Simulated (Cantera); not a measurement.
Charge: 1 mol SiHCl3, 23 mol N2, 8.4 mol H2, at 1.33 mbar.

Method: chemical equilibrium by Gibbs-energy minimisation in Cantera with the NASA 1993 tables (ideal gas, pure condensed phases). Candidate condensed phases: NH4Cl, Si, Si3N4; 28 gas species. N2 is the only nitrogen source here; it is nearly inert below about 1500 K, so the nitride shown seldom forms there in practice. Gases not in the tables: Si2H6 and higher silanes. The numbers say what is thermodynamically allowed, not how fast it happens.

Problem. Which condensed phases are stable at each of these points (T (°C)): 600, 700, 800, 900, 1000, 1100, 1200, 1300, 1400, 1500, 1600, 1700, 1800, 1900?

Solution. 
| T (°C) | condensed phases | Si condensed (%) |
|---|---|---|
| 600 | Si3N4(s) | 99.7 |
| 700 | Si3N4(s) | 99.8 |
| 800 | Si3N4(s) | 99.8 |
| 900 | Si3N4(s) | 99.7 |
| 1000 | Si3N4(s) | 98.5 |
| 1100 | Si3N4(s) | 92.6 |
| 1200 | Si3N4(s) | 74.8 |
| 1300 | Si3N4(s) | 45.7 |
| 1400 | Si(s) | 16.9 |
| 1500 | Si(l) | 14.4 |
| 1600 | gas only | 0.0 |
| 1700 | gas only | 0.0 |
| 1800 | gas only | 0.0 |
| 1900 | gas only | 0.0 |

From 600 °C to 1300 °C the condensed part is Si3N4(s). At 1400 °C the condensed part is Si(s). At 1500 °C the condensed part is Si(l). From 1600 °C to 1900 °C nothing is condensed.
